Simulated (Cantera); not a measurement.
Input: 1 mol C₂F₆, 0.056 mol H₂, equilibrated at 2.78 Torr.

Cantera equilibrium calculation (NASA polynomials, part measured and part estimated; ideal gas, pure solids and liquids). Candidate condensed phases: C, C₆H₆, C₇H₈, C₈H₁₈; 95 gas species. The feed counts by its element totals alone. Rates play no part. All values below are at 2575 K.

Base state: F 0.788, CF₂ 0.157, CF 0.0322, HF 0.0216, CF₃ 0.000765, CF₄ 0.000476, C₃ 0.000417, C 0.000122 (mole fractions); condensed: C(graphite).

Problem. What changes in the equilibrium state with this change: C₂F₆ replaced by c-C₄F₈?

Solution. 
```
species             before     after
----------------  --------  --------
F                    0.788     0.791
CF₂                  0.157     0.158
CF                  0.0322    0.0323
HF                  0.0216    0.0162
H                  2.25e-5   1.68e-5
CF₄               0.000476  0.000486
CF₃               0.000765  0.000776
C(graphite), mol      1.01      2.67
```
